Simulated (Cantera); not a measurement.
A closed system holds: 1 mol CH2F2, 0.068 mol H2, at 2248.15 K and 0.0210 Torr.

These are equilibrium values from Cantera (NASA tables, ideal gas, pure condensed phases), not measurements of a reactor. Candidate condensed phases: C, C6H6, C7H8, C8H18; 95 gas species. Equilibrium is a limit: real reactors are often held back by kinetics, nucleation or transport.

Base state: HF 0.895, H 0.0785, F 0.0222, H2 0.00319, CF 0.000304, C3 0.000224, C 0.000126, C2 1.97e-5 (mole fractions); condensed: C(graphite).

Task: What changes in the equilibrium state with this change: temperature from 2248.15 K to 1950 K?

Result: 
```json
[
 {"species": "HF", "before": "0.895", "after": "0.952"},
 {"species": "H", "before": "0.0785", "after": "0.0291"},
 {"species": "H2", "before": "0.00319", "after": "0.0181"},
 {"species": "F", "before": "0.0222", "after": "0.000512"},
 {"species": "C2", "before": "1.97e-5", "after": "2.35e-8"},
 {"species": "C3", "before": "0.000224", "after": "2.80e-7"},
 {"species": "C", "before": "0.000126", "after": "3.60e-7"},
 {"species": "C(graphite), mol", "before": "0.997", "after": "1.000"}
]
```

Task: What changes in the equilibrium state with this change: temperature from 2248.15 K to 1773.15 K?

Result: 
```tsv
species	before	after
HF	0.895	0.963
H2	0.00319	0.0282
H	0.0785	0.00904
F	0.0222	4.49e-5
C3	0.000224	1.78e-9
C	0.000126	4.37e-9
C2	1.97e-5	<1e-9
C(graphite), mol	0.997	1.000
```

Task: What changes in the equilibrium state with this change: H2 from 0.068 to 2 mol?

Result: 
```tsv
species	before	after
H	0.0785	0.496
HF	0.895	0.374
H2	0.00319	0.128
F	0.0222	0.00147
CF2	1.11e-5	4.83e-8
C2H2 (acetylene)	1.06e-5	0.000423
CF	0.000304	2.01e-5
C(graphite), mol	0.997	0.990
```
